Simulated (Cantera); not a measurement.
What does this Cantera script print?

```python
import numpy as np
import cantera as ct

gas_names = """
    CL CL2 H HCL H2 N NH NH2 NH3 N2 N2H2 N2H4 Si SiCL SiCL2 SiCL3 SiCL4 SiH SiHCL3 SiH2 SiH2CL2 SiH3
    SiH3CL SiH4 SiN Si2 Si2N Si3
""".split()
cond_names = """
    NH4CL(a) NH4CL(b) Si(cr) Si(L) Si3N4(a)
""".split()


def load(file, names, dense=False):
    # The tables refer to 1 bar. Condensed volumes are neglected.
    table = {s.name: s for s in ct.Species.list_from_file(file)}
    out = []
    for n in names:
        d = dict(table[n].input_data)
        d["thermo"] = dict(d["thermo"], **{"reference-pressure": 1e5})
        if dense:
            d["equation-of-state"] = {"model": "constant-volume", "density": "1e6 g/cm^3"}
        out.append(ct.Species.from_dict(d))
    return out


gas = ct.Solution(thermo="ideal-gas", species=load("nasa_gas.yaml", gas_names))
cond = {s.name: ct.Solution(thermo="fixed-stoichiometry", species=[s], name=s.name)
        for s in load("nasa_condensed.yaml", cond_names, dense=True)}
atoms = {
    'SiH2Cl2': {'Si': 1, 'H': 2, 'CL': 2},
    'NH3': {'N': 1, 'H': 3},
}
top_T = {'Si3N4(a)': 2400}  # K; cautious upper limits of use, not melting points


def equilibrate(T, P, feed):
    n = {}
    for name, mol in feed.items():
        for a, k in atoms[name].items():
            n[a] = n.get(a, 0.0) + k * mol
    gas.TPX = T, P, n
    mass = sum(n.values()) * gas.mean_molecular_weight
    gas.equilibrate("TP")
    valid = [c for c in cond.values() if c.min_temp <= T <= top_T.get(c.name, c.max_temp)]
    mix = ct.Mixture([(gas, mass / gas.mean_molecular_weight)] + [(c, 0.0) for c in valid])
    mix.T, mix.P = T, P
    mix.equilibrate("TP", solver="vcs", rtol=1e-11, max_steps=5000)
    return mix


results = []
feed = {'SiH2Cl2': 1, 'NH3': 12}  # mol
T = 1798  # K
P = 6200  # Pa
mix = equilibrate(T, P, feed)
results.append((T, P, feed, dict(zip(mix.species_names, mix.species_moles))))
x = sorted(zip(gas.X, gas.species_names), reverse=True)
print(f"T = {T:g} K  P = {P:g} Pa  gas = {mix.phase_moles(0):.4g} mol")
print("   x: " + "  ".join(f"{s} {v:.3e}" for v, s in x if v > 1e-06))
print("   condensed (mol): " + ("  ".join(f"{mix.phase(i).name} {mix.phase_moles(i):.4g}"
      for i in range(1, mix.n_phases) if mix.phase_moles(i) > 1e-12) or "none"))
```

Result:

```
T = 1798 K  P = 6200 Pa  gas = 25.53 mol
   x: H2 7.150e-01  N2 2.160e-01  HCL 5.704e-02  SiCL2 1.044e-02  H 1.196e-03  SiCL3 8.929e-05  CL 7.303e-05  SiCL 5.416e-05  Si 3.681e-05  SiH2 1.561e-05  SiH 8.892e-06  SiHCL3 3.870e-06  Si2N 2.262e-06  SiH2CL2 2.193e-06  SiN 1.897e-06  SiCL4 1.237e-06
   condensed (mol): Si3N4(a) 0.2426
```

These are equilibrium values from Cantera (NASA tables, ideal gas, pure condensed phases), not measurements of a reactor. The tables' values for SiCl3, SiCl are old estimates; treat these amounts as uncertain. Gases not in the tables: Si2H6 and higher silanes.
